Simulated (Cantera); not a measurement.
An isothermal, constant-pressure homogeneous reactor starts with 0.903 % C3H8, 90.3 % H2, 8.76 % N2, at 1900 K and 0.0263 atm.

Model: GRI-Mech 3.0 (53 species, 325 reactions), integrated in Cantera. GRI-Mech 3.0 was tuned for natural gas; its chemistry of propane as a main component is partial and can be far from experiment. GRI-Mech 3.0 stops at C3 and has no aromatics, soot or wall deposition, so with more carbon than oxygen in the feed, carbon stays in small species such as C2H2 where larger ones or solid carbon would form. Radical loss at walls, strong at low pressure, is not modelled.

x: mole fraction; the columns are a selection and need not sum to one.

```csv
t (s),x C3H8,x H2,x C2H,x H,x CH2
0.000300,9.79e-10,0.888,4.42e-7,___,1.08e-5
0.00103,2.01e-10,0.889,5.50e-7,___,8.45e-6
0.00357,1.37e-10,0.890,5.34e-7,___,6.59e-6
0.0123,6.18e-11,0.892,5.11e-7,___,4.21e-6
0.0424,1.78e-11,0.894,5.54e-7,0.00387,2.59e-6
0.146,2.12e-12,0.896,6.95e-7,0.00412,1.45e-6
0.505,<1e-12,0.897,8.22e-7,0.00446,5.53e-7
1.74,<1e-12,0.897,8.73e-7,0.00461,1.68e-7
6.00,<1e-12,0.897,8.84e-7,0.00463,6.14e-8
```

**Question.** Fill in the missing entries.

**Answer.** 
- 0.000300, x H: 0.00619
- 0.00103, x H: 0.00551
- 0.00357, x H: 0.00496
- 0.0123, x H: 0.00420
